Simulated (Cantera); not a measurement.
A closed system holds: 1 mol Si3N4, 0.18 mol CO2, 110 mol N2, held at 0.00133 bar.

Cantera equilibrium calculation (NASA polynomials, part measured and part estimated; ideal gas, pure solids and liquids). Candidate condensed phases: C, Si, SiC, SiO2, Si2N2O, Si3N4; 34 gas species. Mutual solubility and eutectic melting of coexisting phases are not modelled. The numbers say what is thermodynamically allowed, not how fast it happens.

Over these rows the condensed part is SiC(s) + Si2N2O(s) + Si3N4(s). Partial pressures as log10 of bar:

| T (K) | 1000/T (1/K) | log p Si | log p N2 |
|---|---|---|---|
| 1448 | 0.6906 | -9.81 | -2.88 |
| 1473 | 0.6789 | -9.38 | -2.88 |
| 1498 | 0.6676 | -8.98 | -2.88 |
| 1523 | 0.6566 | -8.58 | -2.88 |
| 1548 | 0.6460 | -8.20 | -2.88 |
| 1573 | 0.6357 | ? | -2.88 |

Question: Fit log p(Si) = a + b·(1000/T) to the five rows, give the apparent enthalpy, and predict the row at 1573 K.

Answer: Means: 1000/T = 0.6679, log p = -8.990. Sxy = -0.044841, Sxx = 0.0012437, so b = -36.06 and a = -8.990 − (-36.06)×0.6679 = 15.10.
Apparent enthalpy: −19.145 × (-36.06) = 690 kJ/mol. With the condensed phases at unit activity, 1/3 Si3N4(s) = Si(g) + 2/3 N2(g) links this pressure to the main gases: over the six rows their terms move log p by +0.00 in all, so the slope is close to that reaction's ΔH°. The five rows lie within 0.01 of the line.
Prediction at 1573 K: 15.10 + (-36.06)×0.6357 = -7.82. The computed value is -7.83, 0.01 from the line.
